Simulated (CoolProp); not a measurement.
Properties of R1234ze(E) along the isobar 14400 kPa (Tc = 382.5 K, pc = 3635 kPa, ω = 0.313).

The numbers come from the reference Helmholtz-energy equation of state, Thol 2016 in CoolProp.

```csv
T (K),phase,Z,cp (kJ/(kg K)),speed of sound (m/s),Joule-Thomson coefficient (K/MPa),isothermal compressibility (1/MPa)
201.9,liquid,0.6746,1.212,1021,-0.3859,0.0009544
217.3,liquid,0.6426,1.219,956.6,-0.3740,0.001109
232.8,liquid,0.6154,1.230,894.5,-0.3582,0.001297
248.2,liquid,0.5927,1.244,835.0,-0.3381,0.001526
263.6,liquid,0.5737,1.261,777.3,-0.3132,0.001808
279.1,liquid,0.5580,1.280,721.1,-0.2824,0.002163
294.5,liquid,0.5453,1.303,666.9,-0.2450,0.002610
310,liquid,0.5355,1.328,614.1,-0.1987,0.003190
325.4,liquid,0.5285,1.355,563.0,-0.1420,0.003945
340.9,liquid,0.5244,1.385,513.0,-0.07142,0.004960
356.3,liquid,0.5234,1.417,465.2,0.01567,0.006322
371.8,liquid,0.5256,1.453,419.4,0.1255,0.008195
387.2,supercritical,0.5316,1.492,376.8,0.2634,0.01076
```
